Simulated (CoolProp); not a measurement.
Vapour-liquid equilibrium of R1234yf (1) + R1234ze(E) (2) at 187.9 K; x and y are mole fractions of (1).

Values from CoolProp's multi-fluid Helmholtz-energy mixture model, Lemmon 2022 and Thol 2016; pair parameters Bell 2022.

| x | bubble pressure (bar) | y at the bubble point | dew pressure at overall composition x (bar) | liquid density (mol/L) |
|---|---|---|---|---|
| 0.05 | 0.01703 | 0.116 | 0.01633 | 12.81 |
| 0.125 | 0.01872 | 0.258 | 0.01713 | 12.78 |
| 0.2 | 0.02033 | 0.372 | 0.01800 | 12.74 |
| 0.275 | 0.02187 | 0.469 | 0.01895 | 12.71 |
| 0.35 | 0.02337 | 0.552 | 0.02000 | 12.67 |
| 0.425 | 0.02484 | 0.625 | 0.02115 | 12.64 |
| 0.5 | 0.02630 | 0.690 | 0.02242 | 12.60 |
| 0.575 | 0.02774 | 0.749 | 0.02382 | 12.57 |
| 0.65 | 0.02918 | 0.802 | 0.02539 | 12.53 |
| 0.725 | 0.03062 | 0.851 | 0.02714 | 12.49 |
| 0.8 | 0.03207 | 0.897 | 0.02911 | 12.46 |
| 0.875 | 0.03352 | 0.938 | 0.03136 | 12.42 |
| 0.95 | 0.03498 | 0.976 | 0.03397 | 12.38 |

No azeotrope shows between x = 0.05 and 0.95.

The pair parameters rest on a limited set of measurements; away from them the model extrapolates.
